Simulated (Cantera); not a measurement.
Input: 1 mol AlN, a varied amount of H₂O, 0.79 mol H₂, at 1777 °C and 0.100 bar.

Method: chemical equilibrium by Gibbs-energy minimisation in Cantera with the NASA 1993 tables (ideal gas, pure condensed phases). Candidate condensed phases: Al, AlN, Al₂O₃, H₂O; 35 gas species. Mutual solubility and eutectic melting of coexisting phases are not modelled. The tables' values for AlOH are old estimates; treat these amounts as uncertain. Condensed phases not in the tables: aluminium oxynitride. Gases not in the tables: Al(OH)₃. Kinetics and transport are ignored.

log p: log10 of the partial pressure in bar; n: condensed amount in mol.

```json
[
 {"n(H₂O) (mol)": "0.17", "log p H₂": "-1.04", "log p H₂O": "-5.53", "log p N₂": "-2.20", "log p Al₂O": "-3.13", "log p H": "-3.16", "log p Al": "-3.18", "log p OH": "-8.61", "n AlN(s)": "0.869", "n Al₂O₃(s)": "0.0541"},
 {"n(H₂O) (mol)": "0.27", "log p H₂": "-1.05", "log p H₂O": "-5.49", "log p N₂": "-2.08", "log p Al₂O": "-3.21", "log p H": "-3.17", "log p Al": "-3.25", "log p OH": "-8.58", "n AlN(s)": "0.803", "n Al₂O₃(s)": "0.0876"},
 {"n(H₂O) (mol)": "0.43", "log p H₂": "-1.06", "log p H₂O": "-5.47", "log p N₂": "-1.96", "log p Al₂O": "-3.29", "log p H": "-3.17", "log p Al": "-3.31", "log p OH": "-8.54", "n AlN(s)": "0.696", "n Al₂O₃(s)": "0.141"},
 {"n(H₂O) (mol)": "0.67", "log p H₂": "-1.07", "log p H₂O": "-5.45", "log p N₂": "[?]", "log p Al₂O": "-3.35", "log p H": "-3.18", "log p Al": "-3.35", "log p OH": "-8.52", "n AlN(s)": "[?]", "n Al₂O₃(s)": "[?]"},
 {"n(H₂O) (mol)": "1", "log p H₂": "-1.08", "log p H₂O": "-5.44", "log p N₂": "-1.80", "log p Al₂O": "-3.40", "log p H": "-3.19", "log p Al": "-3.39", "log p OH": "-8.50", "n AlN(s)": "0.312", "n Al₂O₃(s)": "0.330"},
 {"n(H₂O) (mol)": "1.6", "log p H₂": "-1.10", "log p H₂O": "-2.46", "log p N₂": "-1.76", "log p Al₂O": "-9.39", "log p H": "-3.20", "log p Al": "-7.88", "log p OH": "-5.52", "n AlN(s)": "0", "n Al₂O₃(s)": "0.500"},
 {"n(H₂O) (mol)": "2.6", "log p H₂": "-1.23", "log p H₂O": "-1.55", "log p N₂": "-1.89", "log p Al₂O": "-11.47", "log p H": "-3.26", "log p Al": "-9.44", "log p OH": "-4.54", "n AlN(s)": "0", "n Al₂O₃(s)": "0.500"},
 {"n(H₂O) (mol)": "4", "log p H₂": "[?]", "log p H₂O": "[?]", "log p N₂": "[?]", "log p Al₂O": "[?]", "log p H": "[?]", "log p Al": "[?]", "log p OH": "[?]", "n AlN(s)": "0", "n Al₂O₃(s)": "0.500"},
 {"n(H₂O) (mol)": "6.3", "log p H₂": "-1.52", "log p H₂O": "-1.20", "log p N₂": "-2.18", "log p Al₂O": "-12.75", "log p H": "-3.41", "log p Al": "-10.40", "log p OH": "-4.04", "n AlN(s)": "0", "n Al₂O₃(s)": "0.500"},
 {"n(H₂O) (mol)": "9.8", "log p H₂": "-1.69", "log p H₂O": "-1.13", "log p N₂": "-2.35", "log p Al₂O": "<-13", "log p H": "-3.49", "log p Al": "-10.76", "log p OH": "-3.89", "n AlN(s)": "0", "n Al₂O₃(s)": "0.500"},
 {"n(H₂O) (mol)": "15", "log p H₂": "-1.85", "log p H₂O": "-1.08", "log p N₂": "-2.51", "log p Al₂O": "<-13", "log p H": "-3.57", "log p Al": "-11.07", "log p OH": "-3.76", "n AlN(s)": "0", "n Al₂O₃(s)": "0.500"},
 {"n(H₂O) (mol)": "24", "log p H₂": "-2.04", "log p H₂O": "-1.05", "log p N₂": "-2.71", "log p Al₂O": "<-13", "log p H": "-3.67", "log p Al": "-11.40", "log p OH": "-3.64", "n AlN(s)": "0", "n Al₂O₃(s)": "0.500"}
]
```

### Question
Fill in the missing entries.

### Answer

- 0.67, log p N₂: -1.87
- 0.67, n AlN(s): 0.535
- 0.67, n Al₂O₃(s): 0.221
- 4, log p H₂: -1.37
- 4, log p H₂O: -1.33
- 4, log p N₂: -2.03
- 4, log p Al₂O: -12.19
- 4, log p H: -3.33
- 4, log p Al: -9.98
- 4, log p OH: -4.25
